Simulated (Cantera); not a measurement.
Cantera with NASA thermochemical tables; ideal gases at 1 bar, condensed phases pure. Values are per mole of reaction as written; species without (g) are pure solids or liquids, kept so even where they would boil at 1 bar.

### Question
Between 300 and 1398 K, where is each reaction favourable under standard conditions?
- NiS2 + 2 H(g) = NiS + H2S(g)

### Answer
- NiS2 + 2 H(g) = NiS + H2S(g): ΔG° is -400 kJ at 300 K and -331 kJ at 1398 K; it stays negative (K > 1). ΔH° is -464 kJ and ΔS° -95 J/K at 1398 K.
